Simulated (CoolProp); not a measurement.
Vapour-liquid equilibrium of R113 (1) + n-heptane (2) at 0.0281 bar; x and y are mole fractions of (1).

The numbers come from the multi-fluid Helmholtz-energy mixture model, Marx 1992 and Span 2003; pair parameters Bell 2016 in CoolProp.

Task: Give the bubble temperature and the first vapour's composition at x = 0.2, 0.35, 0.8. Is there an azeotrope?

Result: x = 0.2: -11.7 °C, y = 0.795; x = 0.35: -18.5 °C, y = 0.893; x = 0.8: -27.4 °C, y = 0.977. No azeotrope shows between x = 0.05 and 0.95.

The pair parameters rest on a limited set of measurements; away from them the model extrapolates.
